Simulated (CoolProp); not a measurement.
Vapour-liquid equilibrium of nitrogen (1) + methane (2) at 0.411 MPa; x and y are mole fractions of (1).

The numbers come from the multi-fluid Helmholtz-energy mixture model, Span 2000 and Setzmann 1991; pair parameters Kunz 2012 in CoolProp.

```json
[
 {"x": "0.05", "bubble temperature (K)": "122.7", "y at the bubble point": "0.433", "dew temperature at overall composition x (K)": "131.0", "liquid density (mol/L)": "25.14"},
 {"x": "0.125", "bubble temperature (K)": "113.2", "y at the bubble point": "0.724", "dew temperature at overall composition x (K)": "129.6", "liquid density (mol/L)": "25.88"},
 {"x": "0.2", "bubble temperature (K)": "107.5", "y at the bubble point": "0.836", "dew temperature at overall composition x (K)": "128.1", "liquid density (mol/L)": "26.28"},
 {"x": "0.275", "bubble temperature (K)": "103.9", "y at the bubble point": "0.888", "dew temperature at overall composition x (K)": "126.5", "liquid density (mol/L)": "26.49"},
 {"x": "0.35", "bubble temperature (K)": "101.4", "y at the bubble point": "0.917", "dew temperature at overall composition x (K)": "124.8", "liquid density (mol/L)": "26.60"},
 {"x": "0.425", "bubble temperature (K)": "99.6", "y at the bubble point": "0.935", "dew temperature at overall composition x (K)": "122.9", "liquid density (mol/L)": "26.65"},
 {"x": "0.5", "bubble temperature (K)": "98.1", "y at the bubble point": "0.948", "dew temperature at overall composition x (K)": "120.9", "liquid density (mol/L)": "26.65"},
 {"x": "0.575", "bubble temperature (K)": "96.9", "y at the bubble point": "0.958", "dew temperature at overall composition x (K)": "118.7", "liquid density (mol/L)": "26.63"},
 {"x": "0.65", "bubble temperature (K)": "95.9", "y at the bubble point": "0.967", "dew temperature at overall composition x (K)": "116.1", "liquid density (mol/L)": "26.59"},
 {"x": "0.725", "bubble temperature (K)": "94.9", "y at the bubble point": "0.974", "dew temperature at overall composition x (K)": "113.2", "liquid density (mol/L)": "26.54"},
 {"x": "0.8", "bubble temperature (K)": "94.0", "y at the bubble point": "0.981", "dew temperature at overall composition x (K)": "109.6", "liquid density (mol/L)": "26.48"},
 {"x": "0.875", "bubble temperature (K)": "93.1", "y at the bubble point": "0.988", "dew temperature at overall composition x (K)": "104.9", "liquid density (mol/L)": "26.41"},
 {"x": "0.95", "bubble temperature (K)": "92.2", "y at the bubble point": "0.995", "dew temperature at overall composition x (K)": "97.9", "liquid density (mol/L)": "26.35"}
]
```

No azeotrope shows between x = 0.05 and 0.95.

Pair parameters are fitted to limited data, so mixtures are less certain than the pure fluids.
